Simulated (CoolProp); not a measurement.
CHF3 (R23) along the isobar 125 bar: Z from the reference equation and from simpler models built on Tc = 299.3 K, pc = 48.32 bar, ω = 0.263; each cubic takes its own stable root.

Model: reference Helmholtz-energy equation of state, Penoncello 2003, in CoolProp.

```tsv
T (K)	phase	reference
212.5	liquid	0.3541
236.3	liquid	0.3403
260.2	liquid	0.3347
284.1	liquid	0.3392
307.9	supercritical	0.3602
331.8	supercritical	0.4156
355.7	supercritical	0.5243
379.5	supercritical	0.6393
403.4	supercritical	0.7274
427.3	supercritical	0.7922
451.1	supercritical	0.8409
475	supercritical	0.8786
```

### Question
How far does each simpler model (Redlich-Kwong, Soave-Redlich-Kwong, Peng-Robinson) lie from the reference over these 12 states: mean and median of the absolute difference, and the worst?

### Answer
- Redlich-Kwong: mean 11.2 %, median 9.8 %, worst +20.8 % at 284.1 K and 125 bar
- Soave-Redlich-Kwong: mean 14.5 %, median 16.1 %, worst +22.5 % at 331.8 K and 125 bar
- Peng-Robinson: mean 5.6 %, median 4.1 %, worst +12.7 % at 331.8 K and 125 bar
